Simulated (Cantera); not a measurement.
A closed system holds: 1 mol CuO, 11 mol CO, 0.97 mol H2, held at 1 atm.

Method: chemical equilibrium by Gibbs-energy minimisation in Cantera with the NASA 1993 tables (ideal gas, pure condensed phases). Candidate condensed phases: C, C6H6, C7H8, C8H18, Cu, CuO, Cu(OH)2, Cu2O, H2O; 113 gas species. Rates play no part.

Task: Which condensed phases are stable at each of these points (T (K)): 998, 1023, 1048, 1073, 1098, 1123, 1148, 1173, 1198, 1223, 1248?

Result: 
```
T (K)     condensed phases  Cu condensed (%)
-----  -------------------  ----------------
998    C(graphite) + Cu(s)             100.0
1023   C(graphite) + Cu(s)             100.0
1048   C(graphite) + Cu(s)             100.0
1073   C(graphite) + Cu(s)             100.0
1098                 Cu(s)             100.0
1123                 Cu(s)             100.0
1148                 Cu(s)             100.0
1173                 Cu(s)             100.0
1198                 Cu(s)             100.0
1223                 Cu(s)             100.0
1248                 Cu(s)             100.0
```

From 998 K to 1073 K the condensed part is C(graphite) + Cu(s). From 1098 K to 1248 K the condensed part is Cu(s).
